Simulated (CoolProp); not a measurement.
Vapour-liquid equilibrium of dimethyl ether (1) + ethanol (2) at 309.9 K; x and y are mole fractions of (1).

Computed with CoolProp (multi-fluid Helmholtz-energy mixture model, Wu 2011 and Schroeder 2014; pair parameters Bell 2016).

```tsv
x	bubble pressure (MPa)	y at the bubble point	dew pressure at overall composition x (MPa)	liquid density (mol/L)
0.05	___	___	0.01588	16.72
0.15	0.1972	0.929	0.01774	16.52
0.25	___	0.956	0.02010	16.31
0.35	0.3860	0.968	___	___
0.45	0.4601	0.976	___	15.83
0.55	0.5243	0.981	___	15.56
0.65	0.5826	0.985	0.04273	15.27
0.75	0.6397	0.988	0.05944	___
0.85	0.7012	0.992	0.09748	14.58
0.95	0.7739	0.997	0.2671	14.16
```

Question: What belongs in the gaps?

Answer: 
- 0.05, bubble pressure (MPa): 0.07968
- 0.05, y at the bubble point: 0.815
- 0.25, bubble pressure (MPa): 0.2991
- 0.35, dew pressure at overall composition x (MPa): 0.02317
- 0.35, liquid density (mol/L): 16.08
- 0.45, dew pressure at overall composition x (MPa): 0.02735
- 0.55, dew pressure at overall composition x (MPa): 0.03335
- 0.75, liquid density (mol/L): 14.94

No azeotrope shows between x = 0.05 and 0.95.

The pair parameters rest on a limited set of measurements; away from them the model extrapolates.
